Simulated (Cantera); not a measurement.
Charge: 1 mol CuO, 0.3 mol CH4, 0.13 mol CO, held at 10.0 mbar.

These are equilibrium values from Cantera (NASA tables, ideal gas, pure condensed phases), not measurements of a reactor. Candidate condensed phases: C, C6H6, C7H8, C8H18, Cu, CuO, Cu(OH)2, Cu2O, H2O; 113 gas species. Kinetics and transport are ignored.

log p: log10 of the partial pressure in bar; n: condensed amount in mol.

```csv
T (°C),log p Cu,log p H2O,log p CO2,log p CO,log p H2,log p H,n Cu(s),n Cu(l)
952,-7.62,-2.38,-2.58,-2.81,-2.78,-7.90,1.000,0
1052,-6.55,-2.37,-2.60,-2.78,-2.81,-7.19,1.000,0
1152,-5.66,-2.36,-2.62,-2.75,-2.85,-6.59,0,1.000
1252,-4.91,-2.35,-2.64,-2.73,-2.87,-6.06,0,0.999
1352,___,-2.34,-2.65,-2.72,-2.90,___,0,0.994
1452,-3.66,-2.35,-2.67,-2.71,-2.93,-5.20,0,0.977
1552,-3.14,-2.36,-2.71,-2.72,-2.97,-4.84,0,0.920
1652,-2.68,-2.43,-2.78,-2.78,-3.06,-4.55,0,0.726
1752,-2.31,-2.62,-2.99,-2.97,-3.27,-4.35,0,0
1852,-2.31,-2.63,-3.00,-2.96,-3.29,___,0,0
1952,-2.32,-2.64,-3.03,-2.94,-3.29,-3.83,0,0
```

Q: Fill in the missing entries.

A: 
- 1352, log p Cu: -4.24
- 1352, log p H: -5.60
- 1852, log p H: -4.08
